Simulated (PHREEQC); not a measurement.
0.24 g of hydrous ferric oxide (600 m²/g; 0.2 weak and 0.005 strong sites per Fe, Dzombak-Morel constants, diffuse double layer) in 1 kg of water with 0.3 mol/kgw of an inert sodium salt and 7.7e-07 mol CuCl2 and 0.0015 mol Na2HAsO4, at 25 °C; the pH is set by adding NaOH or the inert anion's acid. O2 is buffered at 0.21 atm. No CO2 enters from the air. No solid was allowed to form.

Base run: PHREEQC, ion-association model, wateq4f.dat. Each further column changes one thing. The table gives As sorbed (%).

```tsv
pH	base	no electrostatic term (-no_edl)	background salt from 0.3 to 0.03 mol/kgw	oxide from 0.24 to 1.2 g/kgw	0.00059 mol/kgw Na2SO4 added
3	35.7	35.6	35.8	100.0	35.7
4	35.7	35.6	35.8	100.0	35.7
4.5	35.6	35.6	35.7	100.0	35.6
5.5	35.2	35.7	35.0	99.9	35.2
6	34.7	35.8	34.2	99.8	34.7
7	31.3	35.9	29.9	99.0	31.3
8	24.7	35.9	22.3	89.7	24.7
8.5	19.6	35.9	17.9	75.4	19.6
9.5	11.1	36.0	8.0	49.5	11.1
10	10.3	36.0	5.9	46.3	10.3
11	8.7	36.0	3.7	38.3	8.7
```

The database has no arsenate complexes of Cu. The database's constant for dissolved Cu(OH)2 is higher than later reviews accept. The oxide is taken as insoluble; below pH 4 it would dissolve.
